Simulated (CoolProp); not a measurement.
Carbonyl sulfide at several states: density (kg/m³) from the reference equation and from simpler models built on Tc = 105.6 °C, pc = 63.69 bar, ω = 0.098; each cubic takes its own stable root.

Values from CoolProp's reference Helmholtz-energy equation of state, Lemmon 2006. It is a short technical equation, of lower accuracy than the large ones.

```
T (°C)   p (bar)   phase  reference
-------  -------  ------  ---------
92.15       46.1     gas      149.5
11.65         22  liquid       1032
-129.25    0.791  liquid       1334
343.45     0.227     gas     0.2661
135.55        28     gas      56.68
155.45      0.14     gas     0.2361
```

**Question.** How far does each simpler model (Redlich-Kwong, Soave-Redlich-Kwong, Peng-Robinson) lie from the reference over these 6 states: mean and median of the absolute difference, and the worst?

**Answer.** 
- Redlich-Kwong: mean 2.6 %, median 1.4 %, worst -7.7 % at 11.65 °C and 22 bar
- Soave-Redlich-Kwong: mean 2.4 %, median 0.9 %, worst -6.6 % at 11.65 °C and 22 bar
- Peng-Robinson: mean 2.6 %, median 2.1 %, worst +5.8 % at 11.65 °C and 22 bar
